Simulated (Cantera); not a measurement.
## Gas activation for diamond growth

An isothermal, constant-pressure homogeneous reactor starts with 1.44 % CH4, 95.8 % H2, 2.78 % CO2, at 1675 K and 6700 Pa.

Model: GRI-Mech 3.0 (53 species, 325 reactions), integrated in Cantera.

| t (s) | x CH4 | x H2 | x CO2 | x C2H6 | x H2O2 |
|---|---|---|---|---|---|
| 2.00e-6 | 0.0144 | 0.958 | 0.0278 | <1e-12 | <1e-12 |
| 1.03e-5 | 0.0144 | 0.958 | 0.0278 | <1e-12 | <1e-12 |
| 5.28e-5 | 0.0144 | 0.958 | 0.0278 | <1e-12 | <1e-12 |
| 0.000271 | 0.0144 | 0.958 | 0.0278 | 5.24e-11 | <1e-12 |
| 0.00139 | 0.0144 | 0.958 | 0.0278 | 3.87e-9 | <1e-12 |
| 0.00717 | 0.0143 | 0.957 | 0.0273 | 1.14e-7 | <1e-12 |
| 0.0368 | 0.0141 | 0.950 | 0.0203 | 6.16e-7 | <1e-12 |
| 0.189 | 0.0127 | 0.933 | 0.00276 | 5.63e-7 | <1e-12 |
| 0.973 | 0.00846 | 0.933 | 0.000242 | 2.57e-7 | <1e-12 |
| 5.00 | 0.00336 | 0.937 | 0.000238 | 4.31e-8 | <1e-12 |
x: mole fraction; the columns are a selection and need not sum to one.

Equilibrium at this temperature and pressure: CH4 7.90e-9, H2 0.946, CO2 0.000168, C2H6 <1e-12, H2O2 <1e-12 (gas phase only).
